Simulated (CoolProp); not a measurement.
Methane at 356.46 K and 0.173 MPa is throttled through a valve to 0.0165 MPa with no heat exchange. Each further row changes one setting.

The numbers come from the reference Helmholtz-energy equation of state, Setzmann 1991 in CoolProp.

```json
[
 {"case": "as stated", "temperature change (K)": "-0.5", "final density (kg/m³)": "___"},
 {"case": "outlet pressure 0.00495 MPa", "temperature change (K)": "-0.5", "final density (kg/m³)": "___"},
 {"case": "outlet pressure 0.0215 MPa", "temperature change (K)": "___", "final density (kg/m³)": "___"}
]
```

Q: Some entries are withheld; supply them.

A: 
- as stated, final density (kg/m³): 0.0894
- outlet pressure 0.00495 MPa, final density (kg/m³): 0.0268
- outlet pressure 0.0215 MPa, temperature change (K): -0.4
- outlet pressure 0.0215 MPa, final density (kg/m³): 0.117
